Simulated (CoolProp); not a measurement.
Vapour-liquid equilibrium of carbon dioxide (1) + C2F6 (R116) (2) at 1140 kPa; x and y are mole fractions of (1).

Model: multi-fluid Helmholtz-energy mixture model, Span 1996 and Lemmon 2006; pair parameters Bell 2016, in CoolProp.

| x | bubble temperature, mixture model (K) | bubble temperature, Raoult's law (K) | y, mixture model | y, Raoult's law |
|---|---|---|---|---|
| 0.05 | 252.4 | 254.5 | 0.121 | 0.090 |
| 0.125 | 247.4 | 252.5 | 0.280 | 0.212 |
| 0.2 | 243.2 | 250.6 | 0.406 | 0.320 |
| 0.275 | 239.9 | 248.9 | 0.501 | 0.416 |
| 0.35 | 237.5 | 247.3 | 0.571 | 0.503 |
| 0.425 | 235.8 | 245.8 | 0.622 | 0.581 |
| 0.5 | 234.7 | 244.4 | 0.661 | 0.652 |
| 0.575 | 234.0 | 243.0 | 0.692 | 0.717 |
| 0.65 | 233.5 | 241.7 | 0.719 | 0.776 |
| 0.725 | 233.3 | 240.6 | 0.746 | 0.831 |
| 0.8 | 233.3 | 239.4 | 0.778 | 0.882 |
| 0.875 | 233.7 | 238.3 | 0.825 | 0.929 |
| 0.95 | 234.9 | 237.3 | 0.907 | 0.973 |

The largest gap from Raoult's law is -10.0 K in bubble temperature, at x = 0.425. y crosses x between x = 0.725 and 0.8: the model has an azeotrope there.

The pair parameters rest on a limited set of measurements; away from them the model extrapolates.
